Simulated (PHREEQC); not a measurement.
K2CO3 is added in steps, without added water, to 1 kg of water holding 0.0042 mol LiCl and 0.00053 mol Na2B4O7, at 25 °C. O2 is buffered at 0.21 atm. The system is closed to CO2. Solids allowed: Halite, Nahcolite, Natron. Others were left out.

Base run: PHREEQC, ion-association model, wateq4f.dat. Each further column changes one thing. The table gives H3BO3 (mol/kgw).

```
K2CO3 added (mol)      base  database phreeqc.dat  Debye-Hückel limiting law  Davies equation for every ion
-----------------  --------  --------------------  -------------------------  -----------------------------
0                   0.00108               0.00108                    0.00108                        0.00108
0.0007875          0.000511              0.000512                   0.000514                       0.000512
0.001313           0.000317              0.000318                   0.000322                       0.000319
0.0021             0.000191              0.000192                   0.000196                       0.000193
0.002887           0.000137              0.000138                   0.000142                       0.000139
0.003413           0.000117              0.000118                   0.000122                       0.000118
0.0042              9.65e-5               9.75e-5                   0.000101                        9.81e-5
0.004987            8.31e-5               8.41e-5                    8.78e-5                        8.46e-5
0.005513            7.64e-5               7.74e-5                    8.10e-5                        7.79e-5
0.0063              6.85e-5               6.95e-5                    7.31e-5                        7.00e-5
```

 phreeqc.dat and wateq4f.dat share most of their constants, so their agreement is no independent check. Solids allowed in the column 'database phreeqc.dat': Halite, Sylvite.
